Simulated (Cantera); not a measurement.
Thermodynamics of iron carbonyl, mercury and lead vapours, feed Fe(CO)₅ + H₂ + N₂

Charge: 1 mol Fe(CO)₅, 0.034 mol H₂, 1.2 mol N₂, at 1.00 Torr.

These are equilibrium values from Cantera (NASA tables, ideal gas, pure condensed phases), not measurements of a reactor. Candidate condensed phases: C, C₆H₆, C₇H₈, C₈H₁₈, Fe, Fe(CO)₅, FeO, Fe(OH)₂, Fe(OH)₃, Fe₂O₃, Fe₃O₄, H₂O; 140 gas species. Condensed phases not in the tables: cementite and carbon dissolved in iron. Kinetics and transport are ignored.

| T (°C) | log p CO | log p N₂ | log p H₂ | log p Fe | log p CO₂ | log p H | log p HCN | log p H₂O | n C(graphite) | n Fe(α) | n Fe(γ) |
|---|---|---|---|---|---|---|---|---|---|---|---|
| 727 | -2.97 | -3.59 | -5.14 | -13.83 | -6.19 | -11.21 | -9.65 | -8.51 | 0.00304 | 1.00 | 0 |
| 777 | -2.97 | -3.59 | -5.14 | -12.81 | -6.61 | -10.66 | -9.32 | -8.85 | 0.00115 | 1.00 | 0 |
| 827 | -2.97 | -3.59 | -5.14 | -11.90 | -7.00 | -10.16 | -9.02 | -9.16 | 0 | 1.00 | 0 |
| 877 | -2.97 | -3.59 | -5.14 | -11.07 | -7.35 | -9.70 | -8.74 | -9.44 | 0 | 1.00 | 0 |
| 927 | -2.97 | -3.59 | -5.14 | -10.30 | -7.67 | -9.27 | -8.49 | -9.70 | 0 | 0 | 1.00 |
| 977 | -2.97 | -3.59 | -5.14 | -9.61 | -7.96 | -8.88 | -8.26 | -9.93 | 0 | 0 | 1.000 |
| 1027 | -2.97 | -3.59 | -5.14 | -8.96 | -8.14 | -8.53 | -8.14 | -10.06 | 0 | 0 | 1.000 |
| 1077 | -2.97 | -3.59 | -5.14 | -8.37 | -8.17 | -8.19 | -8.16 | -10.04 | 0 | 0 | 1.000 |
| 1127 | -2.97 | -3.59 | -5.14 | -7.81 | -8.19 | -7.88 | -8.19 | -10.02 | 0 | 0 | 1.000 |
| 1177 | -2.97 | -3.59 | -5.14 | -7.30 | -8.21 | -7.59 | -8.21 | -10.00 | 0 | 0 | 1.000 |
| 1227 | -2.97 | -3.59 | -5.14 | -6.82 | -8.23 | -7.32 | -8.23 | -9.99 | 0 | 0 | 0.999 |
| 1277 | -2.97 | -3.59 | -5.14 | -6.38 | -8.25 | -7.07 | -8.25 | -9.97 | 0 | 0 | 0.998 |
| 1327 | -2.97 | -3.59 | -5.14 | -5.96 | -8.27 | -6.84 | -8.27 | -9.96 | 0 | 0 | 0.995 |
log p: log10 of the partial pressure in bar; n: condensed amount in mol.

From 727 °C to 777 °C the condensed part is C(graphite) + Fe(α). From 827 °C to 877 °C the condensed part is Fe(α). From 927 °C to 1327 °C the condensed part is Fe(γ).
